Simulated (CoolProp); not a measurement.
The fluid at 298.15 K and 0.46 MPa (liquid) is heated at constant pressure to 384 K. The same conditions are run with several fluids, on thermodynamics alone (safety and materials aside).

Model: reference Helmholtz-energy equation of state of each fluid (R1336mzz(E): Akasaka 2023; n-pentane: Thol 2019; R245ca: Zhou 2016; hexamethyldisiloxane (MM): Thol 2016; cis-2-butene: Lemmon 2005), in CoolProp.

Problem. Rank R1336mzz(E), n-pentane, R245ca, hexamethyldisiloxane (MM), cis-2-butene by heat (kJ/kg), highest first.

Solution. cis-2-butene (530), n-pentane (514), R245ca (284), R1336mzz(E) (217), hexamethyldisiloxane (MM) (173)

```tsv
fluid	final phase	final density (kg/m³)
R1336mzz(E)	gas	25.5
n-pentane	gas	11.6
R245ca	gas	20.9
hexamethyldisiloxane (MM)	liquid	663
cis-2-butene	gas	8.60
```
